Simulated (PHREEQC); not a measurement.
A PHREEQC input (ion-association model, phreeqc.dat):

```
SOLUTION 1
  temp 25
  units mg/L
  pH 5.94
  pe 11
  Na 0.00393
  K 0.000617
  Ca 0.00926
  Mg 0.00676
  Cl 0.0101
  S(6) 0.0337 as SO4
  Alkalinity 0.0145 as HCO3
  O(0) 0.00018
  Ba 0.00011
  Pb 0.00594
END
USE solution 1
EQUILIBRIUM_PHASES 1
  Gypsu 0 0
  CO2(g) -2 10
END
```

It stops with these messages:

```
ERROR: Phase not found in database, Gypsu.
ERROR: Calculations terminating due to input errors.
```

The fault: the phase Gypsum misspelt. The line should read `Gypsum` where the input has `Gypsu`. With the mend the run ends at pH 4.91 and ionic strength 1.44e-5 mol/kgw.
